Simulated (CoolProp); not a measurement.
Ethanol along the isotherm 277.25 °C: fugacity coefficient from the reference equation and from simpler models built on Tc = 241.6 °C, pc = 6268 kPa, ω = 0.644; each cubic takes its own stable root.

Model: reference Helmholtz-energy equation of state, Schroeder 2014, in CoolProp.

```tsv
p (kPa)	phase	reference
1740	gas	0.9408
3480	gas	0.8818
5220	gas	0.8225
6960	supercritical	0.7614
8710	supercritical	0.6963
10400	supercritical	0.6307
12200	supercritical	0.5685
13900	supercritical	0.5215
15700	supercritical	0.4820
```

### Question
How far does each simpler model (van der Waals, Redlich-Kwong, Soave-Redlich-Kwong, Peng-Robinson) lie from the reference over these 9 states: mean and median of the absolute difference, and the worst?

### Answer
- van der Waals: mean 5.2 %, median 5.4 %, worst -8.6 % at 277.25 °C and 10400 kPa
- Redlich-Kwong: mean 7.2 %, median 8.0 %, worst -10.1 % at 277.25 °C and 10400 kPa
- Soave-Redlich-Kwong: mean 2.3 %, median 2.3 %, worst -3.8 % at 277.25 °C and 6960 kPa
- Peng-Robinson: mean 5.6 %, median 5.9 %, worst -7.9 % at 277.25 °C and 8710 kPa
